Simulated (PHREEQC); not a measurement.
Na2CO3 is added in steps, without added water, to 1 kg of water holding 0.0036 mol/kgw NH4HSO4, at 25 °C. O2 is buffered at 0.21 atm. No CO2 enters from the air. Only these solids could form: Mirabilite, Nahcolite, Natron.

Base run: PHREEQC, ion-association model, wateq4f.dat. Each further column changes one thing. The table gives pH.

| Na2CO3 added (mol) | base | NH4HSO4 from 0.0036 to 0.00396 mol/kgw | NH4HSO4 from 0.0036 to 0.00072 mol/kgw | temperature from 25 to 45 °C | no solid may form |
|---|---|---|---|---|---|
| 0 | 2.56 | 2.52 | 3.19 | 2.59 | 2.56 |
| 0.00072 | 2.79 | 2.73 | 7.77 | 2.82 | 2.79 |
| 0.00144 | 3.27 | 3.10 | 9.51 | 3.31 | 3.27 |
| 0.00252 | 6.42 | 6.18 | 10.05 | 6.35 | 6.42 |
| 0.00324 | 7.17 | 6.83 | 10.21 | 7.04 | 7.17 |
| 0.00396 | 8.32 | 7.77 | 10.32 | 7.86 | 8.32 |
| 0.00468 | 8.81 | 8.57 | 10.40 | 8.32 | 8.81 |
| 0.00576 | 9.19 | 9.03 | 10.49 | 8.74 | 9.19 |
| 0.00648 | 9.35 | 9.22 | 10.53 | 8.94 | 9.35 |
| 0.0072 | 9.49 | 9.36 | 10.57 | 9.11 | 9.49 |

 At this temperature some constants are extrapolated from 25 °C, and those without enthalpy data are left unchanged.
